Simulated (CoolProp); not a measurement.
A closed Brayton cycle with dry air: compressor inlet 333.15 K and 2.3 MPa, high pressure 5.15 MPa, turbine inlet 645 K, compressor efficiency 0.85, turbine efficiency 0.9, recuperator effectiveness 0.95 (on enthalpy, no pinch check). Each further row changes one setting.

Values from CoolProp's reference Helmholtz-energy equation of state, Lemmon 2000. It is a pseudo-pure fit of the blend.

```tsv
case	thermal efficiency (%)	net work (kJ/kg)	compressor to turbine work	compressor exit (K)	turbine exit (K)
as stated	…	19.4	0.84	434.8	529.5
turbine inlet 595 K	…	9.77	…	434.8	487.4
compressor inlet 343.15 K	12.7	16.2	…	447.6	529.5
high pressure 4.38 MPa	18.0	19.6	…	412.5	550.9
recuperator effectiveness 0.5	…	19.4	0.84	434.8	529.5
```

Question: Fill in the missing entries.

Answer: 
- as stated, thermal efficiency (%): 15.0
- turbine inlet 595 K, thermal efficiency (%): 8.3
- turbine inlet 595 K, compressor to turbine work: 0.91
- compressor inlet 343.15 K, compressor to turbine work: 0.87
- high pressure 4.38 MPa, compressor to turbine work: 0.80
- recuperator effectiveness 0.5, thermal efficiency (%): 11.2
